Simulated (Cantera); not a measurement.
What does this Cantera script print?

```python
import numpy as np
import cantera as ct

gas = ct.Solution("gri30.yaml")
gas.TPX = 1775, 260000, {'CH4': 1, 'O2': 4.35, 'N2': 16.3}
reactor = ct.IdealGasReactor(gas, energy="on", clone=False)
net = ct.ReactorNet([reactor])
net.rtol, net.atol = 1e-08, 1e-16
show = ['CH4', 'O2', 'C2H', 'HCO', 'H']
times = np.geomspace(2e-06, 6, 16)

steps = ct.SolutionArray(gas, extra=["t"])
rows = []
print(f"{'t/s':>10s}{'T/K':>9s}{'P/Pa':>11s}" + "".join(f"{s:>11s}" for s in show))
for t in times:
    while net.time < t:
        t_next = net.step()
        steps.append(gas.state, t=t_next)
    rows.append([np.interp(t, steps.t, y) for y in (steps.T, steps.P, *steps(*show).X.T)])
    print(f"{t:10.3e}{rows[-1][0]:9.1f}{rows[-1][1]:11.4g}" + "".join(f"{x:11.3e}" for x in rows[-1][2:]))
rate = np.gradient(steps.T, steps.t)
print("integrator steps:", len(steps.t))
if steps.T.max() > steps.T[0] + 200:
    print(f"time of steepest temperature rise: {steps.t[rate.argmax()]:.4e} s")
gas.TPX = 1775, 260000, {'CH4': 1, 'O2': 4.35, 'N2': 16.3}
gas.equilibrate("UV")
print(f"equilibrium (UV): T = {gas.T:.1f} K  " + "  ".join(f"{s} {gas[s].X[0]:.3e}" for s in show))
```

It prints:

```
       t/s      T/K       P/Pa        CH4         O2        C2H        HCO          H
 2.000e-06   1774.9    2.6e+05  4.617e-02  2.009e-01  5.729e-19  8.527e-11  3.654e-07
 5.406e-06   1774.7    2.6e+05  4.611e-02  2.009e-01  1.111e-16  9.676e-10  4.828e-07
 1.461e-05   1774.7    2.6e+05  4.581e-02  2.007e-01  4.032e-14  1.866e-08  1.246e-06
 3.949e-05   1802.3  2.644e+05  3.992e-02  1.964e-01  6.051e-10  3.339e-06  4.083e-05
 1.067e-04   2742.7  4.072e+05  1.582e-17  1.042e-01  6.072e-22  4.871e-09  1.632e-03
 2.884e-04   2740.5  4.067e+05  1.512e-17  1.025e-01  5.332e-22  4.535e-09  1.541e-03
 7.796e-04   2728.9  4.048e+05  1.401e-17  9.922e-02  4.361e-22  4.223e-09  1.460e-03
 2.107e-03   2716.7  4.027e+05  1.291e-17  9.583e-02  3.517e-22  3.915e-09  1.380e-03
 5.695e-03   2713.4  4.022e+05  1.261e-17  9.490e-02  3.312e-22  3.834e-09  1.359e-03
 1.539e-02   2713.3  4.022e+05  1.261e-17  9.489e-02  3.308e-22  3.833e-09  1.358e-03
 4.160e-02   2713.3  4.022e+05  1.261e-17  9.489e-02  3.308e-22  3.833e-09  1.358e-03
 1.124e-01   2713.3  4.022e+05  1.261e-17  9.489e-02  3.308e-22  3.833e-09  1.358e-03
 3.039e-01   2713.3  4.022e+05  1.261e-17  9.489e-02  3.308e-22  3.833e-09  1.358e-03
 8.214e-01   2713.3  4.022e+05  1.261e-17  9.489e-02  3.308e-22  3.833e-09  1.358e-03
 2.220e+00   2713.3  4.022e+05  1.261e-17  9.489e-02  3.308e-22  3.833e-09  1.358e-03
 6.000e+00   2713.3  4.022e+05  1.261e-17  9.489e-02  3.308e-22  3.833e-09  1.358e-03
integrator steps: 1690
time of steepest temperature rise: 5.1403e-05 s
equilibrium (UV): T = 2713.3 K  CH4 1.825e-17  O2 9.489e-02  C2H 3.570e-22  HCO 3.833e-09  H 1.358e-03
```

Detailed kinetics in Cantera: GRI-Mech 3.0 (53 species, 325 reactions).
